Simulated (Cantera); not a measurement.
## Thermodynamics of fluorocarbon and chlorocarbon gases, feed CH2F2 + CH4 + H2 + Cl2

Feed: 1 mol CH2F2, 0.0081 mol CH4, 0.21 mol H2, 0.0044 mol Cl2, held at 100 Torr.

These are equilibrium values from Cantera (NASA tables, ideal gas, pure condensed phases), not measurements of a reactor. Candidate condensed phases: C, C6H6, C7H8, C8H18; 118 gas species. Kinetics and transport are ignored.

From 2673 K to 2973 K the condensed part is C(graphite). The main C-bearing gas is C2H2 (acetylene) throughout. The share of C in condensed phases is highest at 2673 K (99.1 %) and lowest at 2973 K (96.5 %).

```json
[
 {"T (K)": "2673", "x HF": "0.876", "x H": "0.0390", "x H2": "0.0774", "x F": "0.00141", "n C(graphite)": "0.999"},
 {"T (K)": "2723", "x HF": "0.872", "x H": "0.0460", "x H2": "0.0736", "x F": "0.00194", "n C(graphite)": "0.998"},
 {"T (K)": "2773", "x HF": "0.868", "x H": "0.0537", "x H2": "0.0695", "x F": "0.00266", "n C(graphite)": "0.995"},
 {"T (K)": "2823", "x HF": "0.862", "x H": "0.0620", "x H2": "0.0652", "x F": "0.00361", "n C(graphite)": "0.992"},
 {"T (K)": "2873", "x HF": "0.855", "x H": "0.0709", "x H2": "0.0607", "x F": "0.00487", "n C(graphite)": "0.988"},
 {"T (K)": "2923", "x HF": "0.848", "x H": "0.0803", "x H2": "0.0561", "x F": "0.00652", "n C(graphite)": "0.982"},
 {"T (K)": "2973", "x HF": "0.839", "x H": "0.0902", "x H2": "0.0514", "x F": "0.00867", "n C(graphite)": "0.973"}
]
```
x: gas mole fraction; n: condensed amount in mol.
